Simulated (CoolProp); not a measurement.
Vapour pressure (kPa) of ammonia: the reference equation beside estimates from Tc = 132.4 °C, pc = 11360 kPa, ω = 0.256. Clausius-Clapeyron is anchored at 55.95 °C with a constant enthalpy of vaporisation of 17.37 kJ/mol.

Model: reference Helmholtz-energy equation of state, Gao 2020, in CoolProp.

```csv
T (°C),reference,Lee-Kesler,Clausius-Clapeyron,van der Waals,Redlich-Kwong
16.95,776.5,779.0,1008,2541,1189
22.55,929.1,934.2,1155,2795,1389
28.15,1104,1112,1317,3065,1610
33.65,1298,1309,1491,3346,1851
39.25,1522,1536,1685,3648,2122
44.85,1775,1791,1896,3967,2419
50.45,2057,2077,2124,4304,2743
55.95,2366,2388,2366,4651,3090
61.55,2715,2739,2631,5023,3472
67.15,3101,3126,2915,5412,3886
72.75,3527,3552,3220,5820,4333
78.25,3986,4011,3539,6238,4803
83.85,4498,4523,3885,6683,5317
89.45,5059,5081,4253,7147,5865
94.95,5658,5679,4635,7621,6440
```

Absolute difference from the reference over all 15 rows, mean and median: Lee-Kesler 0.7 and 0.7 %, Clausius-Clapeyron 12.4 and 11.2 %, van der Waals 109.2 and 96.6 %, Redlich-Kwong 31.7 and 30.6 %.
